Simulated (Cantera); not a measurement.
A freely propagating, adiabatic, planar premixed flame of H2 : O2 : N2 : H2O = 1 : 0.227 : 0.855 : 0.057 (molar parts), equivalence ratio 2.2, unburnt at 700 K and 110000 Pa; mixture-averaged transport, grid criteria slope 0.08 and curve 0.16, no radiation.

Model: the H2/O2 subset of GRI-Mech 3.0, which has no nitrogen chemistry, integrated in Cantera. Burning velocities carry a grid error of a few per cent, more on coarse grids.

### Question
What does this change do: inlet temperature 700 to 400 K?

### Answer
```tsv
quantity	before	after
laminar burning velocity	1140 cm/s	426 cm/s
thermal thickness	0.426 mm	0.325 mm
peak x(O)	0.00365	0.00225
peak x(OH)	0.00475	0.00255
peak x(H)	0.0909	0.0645
```

### Question
What does this change do: inlet temperature 700 to 598 K?

### Answer
```tsv
quantity	before	after
laminar burning velocity	1140 cm/s	853 cm/s
thermal thickness	0.426 mm	0.396 mm
peak x(O)	0.00365	0.00315
peak x(OH)	0.00475	0.00393
peak x(H)	0.0909	0.0820
```

### Question
What does this change do: inlet temperature 700 to 600 K?

### Answer
```tsv
quantity	before	after
laminar burning velocity	1140 cm/s	858 cm/s
thermal thickness	0.426 mm	0.397 mm
peak x(O)	0.00365	0.00316
peak x(OH)	0.00475	0.00394
peak x(H)	0.0909	0.0822
```
